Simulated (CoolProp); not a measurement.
Methane at 503.95 K and 0.968 MPa flows at 0.076 m/s in a round tube of 4.6 mm bore and 45 µm roughness, fully developed (64/Re and Nu = 3.66 if laminar; Colebrook and Gnielinski if turbulent). Each further row changes one setting.

Values from CoolProp's reference Helmholtz-energy equation of state, Setzmann 1991.

```tsv
case	Reynolds number	Darcy friction factor	pressure drop (Pa/m)	heat-transfer coefficient (W/(m² K))	mass flow (kg/h)
as stated	75.5	(withheld)	1.97	55.4	(withheld)
velocity 0.152 m/s	151	0.424	3.95	55.4	(withheld)
diameter 9.2 mm	151	0.424	(withheld)	27.7	(withheld)
```

What belongs in the gaps?


- as stated, Darcy friction factor: 0.848
- as stated, mass flow (kg/h): 0.0169
- velocity 0.152 m/s, mass flow (kg/h): 0.0337
- diameter 9.2 mm, pressure drop (Pa/m): 0.493
- diameter 9.2 mm, mass flow (kg/h): 0.0674

Viscosity comes from a separate model (Quiñones-Cisneros 2006). Thermal conductivity comes from a separate model (Friend 1989).
